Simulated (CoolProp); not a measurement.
Vapour-liquid equilibrium of p-xylene (1) + n-nonane (2) at 0.323 MPa; x and y are mole fractions of (1).

Computed with CoolProp (multi-fluid Helmholtz-energy mixture model, Zhou 2012 and Lemmon 2006; pair parameters Bell 2016).

```tsv
x	bubble temperature, mixture model (K)	bubble temperature, Raoult's law (K)	y, mixture model	y, Raoult's law
0.05	473.0	473.2	0.064	0.064
0.2	470.7	471.0	0.241	0.245
0.35	468.6	469.0	0.404	0.412
0.5	466.7	467.0	0.556	0.566
0.65	464.9	465.1	0.698	0.708
0.8	463.2	463.2	0.833	0.840
0.95	461.4	461.5	0.960	0.961
```

The largest gap from Raoult's law is -0.4 K in bubble temperature, at x = 0.35. No azeotrope shows between x = 0.05 and 0.95.

Pair parameters are fitted to limited data, so mixtures are less certain than the pure fluids.
